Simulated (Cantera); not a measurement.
# Thermodynamics of tantalum, niobium, vanadium and zirconium in process gases, feed V + H₂O + N₂

Input: 1 mol V, a varied amount of H₂O, 11 mol N₂, equilibrated at 2077 °C and 13.3 mbar.

These are equilibrium values from Cantera (NASA tables, ideal gas, pure condensed phases), not measurements of a reactor. Candidate condensed phases: H₂O, V, VN, VO, V₂O₃, V₂O₄, V₂O₅; 28 gas species. Each liquid is taken as pure. Mutual solubility and eutectic melting of coexisting phases are not modelled. VO: taken at fixed stoichiometry. Condensed phases not in the tables: V₂N, N, O or C dissolved in the metal. The numbers say what is thermodynamically allowed, not how fast it happens.

```csv
n(H₂O) (mol),x N₂,x H₂,x H,x V,x VO,x VO₂,n V(l),n VO(l)
0.098,0.966,0.00484,0.00752,0.0140,0.00751,0.000543,0.749,0
0.13,0.960,0.00686,0.00895,0.0140,0.00948,0.000865,0.720,0.00139
0.16,0.957,0.00883,0.0102,0.0140,0.00948,0.000865,0.689,0.0309
0.21,0.952,0.0122,0.0119,0.0140,0.00948,0.000865,0.638,0.0802
0.27,0.946,0.0163,0.0138,0.0140,0.00948,0.000865,0.577,0.139
0.35,0.938,0.0218,0.0160,0.0140,0.00948,0.000865,0.496,0.218
0.45,0.929,0.0288,0.0183,0.0140,0.00948,0.000865,0.395,0.317
0.57,0.918,0.0371,0.0208,0.0140,0.00948,0.000865,0.273,0.435
0.74,0.903,0.0488,0.0239,0.0140,0.00948,0.000865,0.101,0.603
```
x: gas mole fraction; n: condensed amount in mol.

At 0.098 mol H₂O the condensed part is V(l). From 0.13 mol H₂O to 0.74 mol H₂O the condensed part is V(l) + VO(l). The main V-bearing gas is V throughout. The share of V in condensed phases is highest at 0.098 mol H₂O (74.9 %) and lowest at 0.74 mol H₂O (70.3 %).
